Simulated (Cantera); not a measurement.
**Moist CO burnout**

An isothermal, constant-pressure homogeneous reactor starts with CO : O2 : H2O : N2 : CH4 = 0.0032 : 0.0064 : 0.00051 : 1 : 0.0015 (molar parts), at 1275 K and 100.0 Torr.

Computed with Cantera and GRI-Mech 3.0 (53 species, 325 reactions).

```csv
t (s),x CO,x O2,x H2O,x H2O2,x H
0.000200,0.00316,0.00633,0.000504,<1e-12,3.71e-11
0.000632,0.00316,0.00633,0.000504,<1e-12,7.56e-11
0.00200,0.00316,0.00633,0.000504,<1e-12,1.09e-10
0.00632,0.00316,0.00633,0.000504,1.36e-12,1.30e-10
0.0200,0.00316,0.00633,0.000504,2.87e-12,1.80e-10
0.0632,0.00316,0.00633,0.000504,3.54e-12,3.44e-10
0.200,0.00316,0.00633,0.000505,4.59e-12,1.47e-9
0.632,0.00316,0.00631,0.000527,5.21e-11,2.47e-8
2.00,2.90e-5,0.00179,0.00345,1.55e-9,5.23e-6
```
x: mole fraction; the columns are a selection and need not sum to one.

Equilibrium at this temperature and pressure: CO 2.80e-8, O2 0.00176, H2O 0.00347, H2O2 2.40e-12, H 2.28e-10 (gas phase only).
